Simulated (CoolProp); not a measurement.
Vapour-liquid equilibrium of propylene (1) + R125 (2) at -66.65 °C; x and y are mole fractions of (1).

Model: multi-fluid Helmholtz-energy mixture model, Lemmon 2013 and Lemmon 2005; pair parameters Bell 2016, in CoolProp.

**Question.** Give the bubble pressure and the first vapour's composition at x = 0.05, 0.55, 0.75. Is there an azeotrope?

**Answer.** x = 0.05: 0.04201 MPa, y = 0.159; x = 0.55: 0.05412 MPa, y = 0.531; x = 0.75: 0.05248 MPa, y = 0.612. y crosses x between x = 0.45 and 0.55: the model has an azeotrope there.

Pair parameters are fitted to limited data, so mixtures are less certain than the pure fluids.
